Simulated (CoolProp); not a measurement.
Model: reference Helmholtz-energy equation of state, Lemmon 2006, in CoolProp. It is a short technical equation, of lower accuracy than the large ones.

Q: For R142b, give the phase and the speed of sound (m/s), conductivity (mW/(m K)) at 371.2 K and 192 kPa.

A: 
- 371.2 K and 192 kPa: gas; speed of sound 180, conductivity 16.7

Thermal conductivity comes from a separate model (Huber 2003), an estimate that may be off by 10 % or more.
